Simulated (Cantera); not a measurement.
SiO₂ + CO (carbothermic reduction)

A closed system holds: 1 mol SiO₂, 18 mol CO, held at 0.100 bar.

Cantera equilibrium calculation (NASA polynomials, part measured and part estimated; ideal gas, pure solids and liquids). Candidate condensed phases: C, Si, SiC, SiO₂; 20 gas species. The tables hold silica as quartz up to 1696 K and as liquid above; real silica turns to tridymite and cristobalite and melts near 1996 K. The numbers say what is thermodynamically allowed, not how fast it happens.

```json
[
 {"T (°C)": "875", "x CO": "0.996", "x CO₂": "0.00404", "x SiO": "5.39e-12", "n C(graphite)": "0.0724", "n SiO₂(β-quartz)": "1.00"},
 {"T (°C)": "900", "x CO": "0.997", "x CO₂": "0.00277", "x SiO": "2.48e-11", "n C(graphite)": "0.0498", "n SiO₂(β-quartz)": "1.00"},
 {"T (°C)": "925", "x CO": "0.998", "x CO₂": "0.00194", "x SiO": "1.07e-10", "n C(graphite)": "0.0348", "n SiO₂(β-quartz)": "1.00"},
 {"T (°C)": "950", "x CO": "0.999", "x CO₂": "0.00137", "x SiO": "4.35e-10", "n C(graphite)": "0.0247", "n SiO₂(β-quartz)": "1.00"},
 {"T (°C)": "975", "x CO": "0.999", "x CO₂": "0.000986", "x SiO": "1.67e-9", "n C(graphite)": "0.0177", "n SiO₂(β-quartz)": "1.00"},
 {"T (°C)": "1000", "x CO": "0.999", "x CO₂": "0.000718", "x SiO": "6.07e-9", "n C(graphite)": "0.0129", "n SiO₂(β-quartz)": "1.00"},
 {"T (°C)": "1025", "x CO": "0.999", "x CO₂": "0.000529", "x SiO": "2.10e-8", "n C(graphite)": "0.00952", "n SiO₂(β-quartz)": "1.00"},
 {"T (°C)": "1050", "x CO": "1.000", "x CO₂": "0.000395", "x SiO": "6.90e-8", "n C(graphite)": "0.00710", "n SiO₂(β-quartz)": "1.000"},
 {"T (°C)": "1075", "x CO": "1.000", "x CO₂": "0.000298", "x SiO": "2.17e-7", "n C(graphite)": "0.00536", "n SiO₂(β-quartz)": "1.000"},
 {"T (°C)": "1100", "x CO": "1.000", "x CO₂": "0.000227", "x SiO": "6.55e-7", "n C(graphite)": "0.00408", "n SiO₂(β-quartz)": "1.000"},
 {"T (°C)": "1125", "x CO": "1.000", "x CO₂": "0.000175", "x SiO": "1.90e-6", "n C(graphite)": "0.00312", "n SiO₂(β-quartz)": "1.000"},
 {"T (°C)": "1150", "x CO": "1.000", "x CO₂": "0.000136", "x SiO": "5.29e-6", "n C(graphite)": "0.00236", "n SiO₂(β-quartz)": "1.000"},
 {"T (°C)": "1175", "x CO": "1.000", "x CO₂": "0.000107", "x SiO": "1.42e-5", "n C(graphite)": "0", "n SiO₂(β-quartz)": "1.000"},
 {"T (°C)": "1200", "x CO": "1.000", "x CO₂": "8.46e-5", "x SiO": "3.69e-5", "n C(graphite)": "0", "n SiO₂(β-quartz)": "0.999"}
]
```
x: gas mole fraction; n: condensed amount in mol.

From 875 °C to 1150 °C the condensed part is C(graphite) + SiO₂(β-quartz). From 1175 °C to 1200 °C the condensed part is SiO₂(β-quartz).
